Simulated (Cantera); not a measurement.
Feed: 1 mol Si(CH₃)₄, 12 mol H₂, equilibrated at 1900 K and 0.0130 bar.

These are equilibrium values from Cantera (NASA tables, ideal gas, pure condensed phases), not measurements of a reactor. Candidate condensed phases: C, C₆H₆, C₇H₈, C₈H₁₈, Si, SiC; 87 gas species. Rates play no part.

Base state: H₂ 0.993, H 0.00693, C₂H₂ (acetylene) 0.000379, Si 3.60e-5 (mole fractions); condensed: C(graphite) + SiC(s).

**Question.** What changes in the equilibrium state with this change: pressure from 0.0130 bar to 0.840 bar?

**Answer.** 
| species | before | after |
|---|---|---|
| H₂ | 0.993 | 0.998 |
| H | 0.00693 | 0.000865 |
| CH₄ | 7.20e-6 | 0.000470 |
| Si | 3.60e-5 | 5.58e-7 |
| C₂H₂ (acetylene) | 0.000379 | 0.000381 |
| C(graphite), mol | 2.99 | 2.98 |
| SiC(s), mol | 0.999 | 1.000 |

**Question.** What changes in the equilibrium state with this change: temperature from 1900 K to 1198 K?

**Answer.** 
```tsv
species	before	after
H₂	0.993	1.000
CH₄	7.20e-6	0.000208
H	0.00693	1.67e-6
C₂H₂ (acetylene)	0.000379	9.89e-8
Si	3.60e-5	<1e-9
C(graphite), mol	2.99	3.00
SiC(s), mol	0.999	1.00
```
